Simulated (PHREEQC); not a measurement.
Consider water at 25 °C with 20 mmol/kgw HF, 1.88 mmol/kgw NH4HF2 and 0.00043 mmol/kgw H4SiO4. Closed to the air; pH follows from the charge balance.

The numbers come from PHREEQC with the ion-association model, wateq4f.dat.

No solid was allowed to form.

Q: Order these F species by the share of F that they hold, largest first: HF2-, HF, H2F2, F-.

A: HF (72 %), F- (19 %), H2F2 (6.4 %), HF2- (2.5 %)

The pH is 2.56 and the ionic strength 0.00481 mol/kgw. wateq4f.dat counts part of the HF as a dimer, H2F2, which phreeqc.dat doesn't know; its constant is uncertain. SiF6-2 is the database's only silicon fluoride.
